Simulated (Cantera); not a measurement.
Mixture: CO : H₂ : CH₄ : O₂ : N₂ = 1 : 0.079 : 0.03 : 0.908 : 3.42 (molar parts), at 1000000 Pa, adiabatic and at constant pressure. Ignition delay is the time to a rise of 400 K.

Cantera simulation using GRI-Mech 3.0 (53 species, 325 reactions); the numbers are that mechanism's predictions, not measurements.

Problem. At T0 = 1325 K, what is the delay, and which 7 reactions control it most (d ln τ / d ln k, from doubling and halving each rate constant)?

Solution. The delay is 21.5 µs.
```tsv
reaction	d ln τ / d ln k	faster rate
H + O2 <=> O + OH	-1.04	shortens it
H + O2 + N2 <=> HO2 + N2	0.46	lengthens it
CO + OH <=> CO2 + H	-0.39	shortens it
H2 + O <=> H + OH	-0.34	shortens it
H + O2 + M <=> HO2 + M	0.20	lengthens it
CH4 + OH <=> CH3 + H2O	0.20	lengthens it
CO + HO2 <=> CO2 + OH	-0.15	shortens it
```
